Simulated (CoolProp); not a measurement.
Vapour-liquid equilibrium of carbon dioxide (1) + isobutane (2) at 752 kPa; x and y are mole fractions of (1).

The numbers come from the multi-fluid Helmholtz-energy mixture model, Span 1996 and Bücker 2006; pair parameters Kunz 2012 in CoolProp.

Give the bubble temperature and the first vapour's composition at x = 0.15, 0.45, 0.65. Is there an azeotrope?

x = 0.15: 269.0 K, y = 0.819; x = 0.45: 237.4 K, y = 0.962; x = 0.65: 232.2 K, y = 0.975. No azeotrope shows between x = 0.05 and 0.95.

Pair parameters are fitted to limited data, so mixtures are less certain than the pure fluids. With so large a gap from Raoult's law the liquid may split in two, which this calculation doesn't test in full.
